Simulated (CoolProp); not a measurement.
R1233zd(E) at 301.7 K and 0.0574 MPa is throttled through a valve to 0.00205 MPa with no heat exchange. Each further row changes one setting.

Model: reference Helmholtz-energy equation of state, Akasaka 2022, in CoolProp.

```csv
case,temperature change (K),final density (kg/m³)
as stated,-1.6,(withheld)
outlet pressure 0.000615 MPa,(withheld),(withheld)
outlet pressure 0.00267 MPa,-1.6,0.140
```

**Question.** What belongs in the gaps?

**Answer.** 
- as stated, final density (kg/m³): 0.107
- outlet pressure 0.000615 MPa, temperature change (K): -1.7
- outlet pressure 0.000615 MPa, final density (kg/m³): 0.0322
